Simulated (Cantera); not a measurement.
**Fluorocarbon and chlorocarbon gases: C2F6 + H2**

Feed: 1 mol C2F6, 0.22 mol H2.

These are equilibrium values from Cantera (NASA tables, ideal gas, pure condensed phases), not measurements of a reactor. Candidate condensed phases: C, C6H6, C7H8, C8H18; 95 gas species. The feed counts by its element totals alone. The numbers say what is thermodynamically allowed, not how fast it happens.

Stable condensed phases:

```
T in K \ P in Pa
              1    5.2     27    140    720   3700  19000 100000
   3398       A      A      A      A      A      A      A      A
   3323       A      A      A      A      A      A      A      A
   3248       A      A      A      A      A      A      B      A
   3173       A      A      A      A      A      A      B      A
   3098       A      A      A      A      A      B      B      A
   3023       A      A      A      A      B      B      B      A
   2948       A      A      A      A      B      B      B      A
   2873       A      A      A      B      B      B      B      A
   2798       A      A      A      B      B      B      B      A
   2723       A      A      B      B      B      B      A      B
   2648       A      A      B      B      B      B      A      B
   2573       A      B      B      B      B      B      B      B
```

A: gas only; B: C.
